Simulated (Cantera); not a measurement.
Charge: 1 mol SiC, 0.005 mol O2, 280 mol H2, 0.12 mol N2O, held at 133 Pa.

These are equilibrium values from Cantera (NASA tables, ideal gas, pure condensed phases), not measurements of a reactor. Candidate condensed phases: C, C6H6, C7H8, C8H18, H2O, Si, SiC, SiO2, Si2N2O, Si3N4; 151 gas species. Equilibrium is a limit: real reactors are often held back by kinetics, nucleation or transport. All values below are at 1748 K.

Base state: H2 0.993, H 0.00623, N2 0.000421, CO 0.000328, Si 0.000191, SiO 0.000135, HCN 1.04e-5 (mole fractions); condensed: SiC(s).

Task: What changes in the equilibrium state with this change: SiC replaced by Si?

Result: 
| species | before | after |
|---|---|---|
| H2 | 0.993 | 0.992 |
| H | 0.00623 | 0.00623 |
| Si | 0.000191 | 0.00109 |
| CO | 0.000328 | 0 |
| HCN | 1.04e-5 | 0 |
| SiH | 9.27e-6 | 5.28e-5 |
| SiC(s), mol | 0.904 | 0 |
| Si(l), mol | 0 | 0.537 |
Gases not in the tables: Si2H6 and higher silanes.
